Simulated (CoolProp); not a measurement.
500 sccm (0 °C, 1 atm) of nitrogen bubbles through liquid methanol at 283 K and leaves saturated at a total pressure of 0.0224 MPa (ideal gas phase). Each further row changes one setting.

Values from CoolProp's reference Helmholtz-energy equation of state, de Reuck 1993.

```tsv
case	vapour pressure (kPa)	mole fraction of vapour	delivery (mg/min)	delivery (sccm)	change of delivery for a bath 1 K warmer (%)
as stated	7.37	0.329	351	245	9.2
bath temperature 288 K	9.82	0.438	558	390	11
total pressure 0.0448 MPa	7.37	0.165	141	98.5	7.2
```
